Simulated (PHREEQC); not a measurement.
# Buffer (model solution)

Make-up at 25 °C: 0.025 mol NH4Cl, 0.00029 mol K2HPO4 and 8.5e-05 mol KCl per kg of water. Closed to the air; pH follows from the charge balance.

All values are PHREEQC results (ion-association model, phreeqc.dat), not measurements.

This is a speciation only: nothing precipitates in the calculation.

Question: Estimate the pH.

Answer: pH 7.06.

Question: In which forms is P present?

Answer: HPO4-2 53 %, H2PO4- 47 % of the P.

Species that the database lacks are ignored.
